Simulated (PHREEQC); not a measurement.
4 g of hydrous ferric oxide (600 m²/g; 0.2 weak and 0.005 strong sites per Fe, Dzombak-Morel constants, diffuse double layer) in 1 kg of water with 0.001 mol/kgw of an inert sodium salt, at 25 °C; the pH is set by adding NaOH or the inert anion's acid. Oxygen is held at 0.21 atm. CO2 from the air is kept out. Precipitation was switched off in this run.

Computed with PHREEQC (ion-association model, wateq4f.dat).

```json
[
 {"pH": "4", "surface charge σ (C/m²)": "0.159", "surface potential ψ (mV)": "200"},
 {"pH": "5", "surface charge σ (C/m²)": "0.062", "surface potential ψ (mV)": "166"},
 {"pH": "5.5", "surface charge σ (C/m²)": "0.036", "surface potential ψ (mV)": "144"},
 {"pH": "6", "surface charge σ (C/m²)": "0.021", "surface potential ψ (mV)": "119"},
 {"pH": "7", "surface charge σ (C/m²)": "0.006", "surface potential ψ (mV)": "64"},
 {"pH": "8", "surface charge σ (C/m²)": "0.000", "surface potential ψ (mV)": "6"},
 {"pH": "8.5", "surface charge σ (C/m²)": "-0.002", "surface potential ψ (mV)": "-23"},
 {"pH": "9", "surface charge σ (C/m²)": "-0.004", "surface potential ψ (mV)": "-51"},
 {"pH": "10", "surface charge σ (C/m²)": "-0.017", "surface potential ψ (mV)": "-107"}
]
```

Complexes and solids missing from the database can't appear.
